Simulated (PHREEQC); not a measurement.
A solution holds 0.057 mol H3PO4, 0.17 mol NaOH and 0.00022 mol ZnSO4 per kg of water, at 66 °C. It is in equilibrium with CO2 at log p = -3.5 (atm). Otherwise closed; pH follows from the charge balance.

Computed with PHREEQC (ion-association model, wateq4f.dat).

```
quantity                      before   after
---------------------------  -------  ------
pH                              9.40    9.78
ionic strength (mol/kgw)       0.205    1.03
Na+ (mol/kgw)                  0.147   0.945
HPO4-2 (mol/kgw)              0.0523  0.0420
HCO3- (mol/kgw)              0.00826  0.0221
NaHPO4- (mol/kgw)            0.00400  0.0124
SI of Nahcolite (NaHCO3)       -2.98   -1.82
SI of Natron (Na2CO3:10H2O)    -5.00   -2.79
```

### Question
Name the change that produced these shifts.
A. NaOH from 0.17 to 1.7 mol/kgw
B. 0.085 mol/kgw HNO3 added
C. NaOH from 0.17 to 0.153 mol/kgw
D. NaOH from 0.17 to 0.017 mol/kgw
E. H3PO4 from 0.057 to 0.0285 mol/kgw

### Answer
A, NaOH from 0.17 to 1.7 mol/kgw

Precipitation was switched off in this run. The ionic strength passes 0.7 mol/kgw, the rough limit of the ion-association models, in after. Some of these states are supersaturated (in Zincite(c) (slow to form), for instance). H3PO4, which wateq4f.dat lacks, is added to it with the constant of phreeqc.dat. At this temperature some constants are extrapolated from 25 °C, and those without enthalpy data are left unchanged. The database has no phosphate complexes of Zn. The database's zinc carbonate complexes are estimates, stronger than later reviews accept.
